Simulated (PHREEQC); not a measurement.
Polishing slurry liquid: an equilibrium model

Dissolve 0.03 mol K2CO3, 0.00639 mol K2SO4 and 1.1e-05 mol CO2 per kg of water at 25 °C. Closed to the air; pH follows from the charge balance.

Equilibrium calculation in PHREEQC: ion-association model, phreeqc.dat.

The pH comes out as 11.17, the ionic strength is 0.105 mol/kgw and the specific conductance is 8180 µS/cm. The density comes out as 1.002 g/cm³ and the total alkalinity is 60.0 meq/kg.

```csv
species,molality,activity,log γ
K+,0.0718,0.0546,-0.119
CO3-2,0.0280,0.0107,-0.420
SO4-2,0.00542,0.00199,-0.436
HCO3-,0.00198,0.00155,-0.105
OH-,0.00195,0.00148,-0.121
KSO4-,0.000970,0.000762,-0.105
```

This is a speciation only: nothing precipitates in the calculation.
